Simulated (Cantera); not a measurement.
A perfectly stirred reactor is fed with CH3OH : O2 : N2 = 1 : 1.56 : 5.88 (molar parts), equivalence ratio 0.96, at 100000 Pa; it is adiabatic with a 448 K inlet, and is followed from long to short residence time, starting on the burning branch (τ in s: 0.23, 0.093, 0.037, 0.015, 0.0058, 0.0023, 0.00092, 0.00037, 0.00015, 5.8e-05, 2.3e-05, 9.1e-06).

Computed with Cantera and GRI-Mech 3.0 (53 species, 325 reactions). GRI-Mech 3.0 was tuned for natural gas; its chemistry of methanol as a main component is partial and can be far from experiment.

Task: What does this change do: CH3OH 1 to 1.4 parts?

Result: 
| quantity | before | after |
|---|---|---|
| blow-out, bracketed by the residence times tried | burning at 58.0 µs, out at 23.0 µs | burning at 0.150 ms, out at 58.0 µs |
| x(CH3OH) at τ = 0.230 s | 3.79e-7 | 6.83e-7 |
| x(O2) at τ = 0.230 s | 0.0113 | 0.000113 |
| x(NO) at τ = 0.230 s | 0.00208 | 0.000134 |
| x(H2O) at τ = 0.230 s | 0.215 | 0.234 |
| x(CH3) at τ = 0.230 s | 7.91e-8 | 5.90e-7 |
| x(CH3OH) at τ = 0.920 ms | 2.97e-5 | 3.09e-5 |
| x(O2) at τ = 0.920 ms | 0.0238 | 0.00365 |
| x(NO) at τ = 0.920 ms | 5.96e-5 | 8.32e-5 |
| x(H2O) at τ = 0.920 ms | 0.197 | 0.221 |
| x(CH3) at τ = 0.920 ms | 4.75e-6 | 2.00e-5 |
